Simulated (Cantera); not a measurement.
C + H2 (carbon deposition, reforming and gasification)

Charge: 1 mol C, 1.2 mol H2, equilibrated at 93.0 Pa.

Cantera equilibrium calculation (NASA polynomials, part measured and part estimated; ideal gas, pure solids and liquids). Candidate condensed phases: C, C6H6, C7H8, C8H18; 76 gas species. Equilibrium is a limit: real reactors are often held back by kinetics, nucleation or transport.

```csv
T (°C),x H2,x H,x C2H2 (acetylene),x C3,x C2H,x C,n C(graphite)
1925,0.831,0.166,0.00211,2.49e-6,1.45e-5,1.58e-6,0.994
1975,0.784,0.213,0.00260,6.72e-6,2.79e-5,3.79e-6,0.993
2025,0.729,0.268,0.00312,1.73e-5,5.15e-5,8.71e-6,0.991
2075,0.666,0.330,0.00364,4.29e-5,9.19e-5,1.93e-5,0.989
2125,0.597,0.399,0.00412,0.000102,0.000158,4.15e-5,0.987
2175,0.523,0.472,0.00452,0.000234,0.000262,8.62e-5,0.984
2225,0.447,0.547,0.00480,0.000518,0.000419,0.000174,0.980
2275,0.373,0.620,0.00492,0.00111,0.000649,0.000342,0.974
2325,0.303,0.688,0.00488,0.00231,0.000970,0.000654,0.963
2375,0.240,0.747,0.00468,0.00468,0.00140,0.00122,0.944
```
x: gas mole fraction; n: condensed amount in mol.

From 1925 °C to 2375 °C the condensed part is C(graphite). The main C-bearing gas is C2H2 (acetylene) at 1925 °C and C3 at 2375 °C. The share of C in condensed phases is highest at 1925 °C (99.4 %) and lowest at 2375 °C (94.4 %).
